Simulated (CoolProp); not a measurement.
Nitrogen at 298.15 K and 4.25 MPa flows at 0.51 m/s in a round tube of 10 mm bore and 1.5 µm roughness, fully developed (64/Re and Nu = 3.66 if laminar; Colebrook and Gnielinski if turbulent). Each further row changes one setting.

Computed with CoolProp (reference Helmholtz-energy equation of state, Span 2000).

```tsv
case	Reynolds number	Darcy friction factor	pressure drop (Pa/m)	heat-transfer coefficient (W/(m² K))	mass flow (kg/h)
as stated	13300	[?]	[?]	106	6.95
velocity 1.02 m/s	26600	0.0245	61.6	[?]	[?]
diameter 20 mm	26600	0.0244	7.64	[?]	27.8
```

Q: Some entries are withheld; supply them.

A: 
- as stated, Darcy friction factor: 0.0289
- as stated, pressure drop (Pa/m): 18.1
- velocity 1.02 m/s, heat-transfer coefficient (W/(m² K)): 185
- velocity 1.02 m/s, mass flow (kg/h): 13.9
- diameter 20 mm, heat-transfer coefficient (W/(m² K)): 91.6

Viscosity comes from a separate model (Lemmon 2004). Thermal conductivity comes from a separate model (Lemmon 2004).
